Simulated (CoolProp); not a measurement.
Vapour-liquid equilibrium of cyclopropane (1) + R134a (2) at 1.12 MPa; x and y are mole fractions of (1).

The numbers come from the multi-fluid Helmholtz-energy mixture model, Polt 1992 and Tillner-Roth 1994; pair parameters Bell 2016 in CoolProp. This equation is an older, rougher fit; its heat capacities, sound speeds and derivatives of the liquid may be far off and weren't checked against measurements.

```csv
x,"bubble temperature, mixture model (°C)","bubble temperature, Raoult's law (°C)","y, mixture model","y, Raoult's law"
0.05,40.9,43.6,0.100,0.052
0.125,37.6,43.5,0.219,0.129
0.2,35.3,43.4,0.310,0.206
0.275,33.7,43.3,0.380,0.283
0.35,32.6,43.1,0.436,0.359
0.425,31.9,43.0,0.483,0.434
0.5,31.6,42.9,0.524,0.510
0.575,31.6,42.8,0.562,0.584
0.65,31.8,42.7,0.602,0.659
0.725,32.4,42.6,0.647,0.733
0.8,33.5,42.4,0.703,0.806
0.875,35.4,42.3,0.780,0.879
0.95,38.7,42.2,0.892,0.952
```

The largest gap from Raoult's law is -11.3 K in bubble temperature, at x = 0.5. y crosses x between x = 0.5 and 0.575: the model has an azeotrope there.

The pair parameters rest on a limited set of measurements; away from them the model extrapolates.
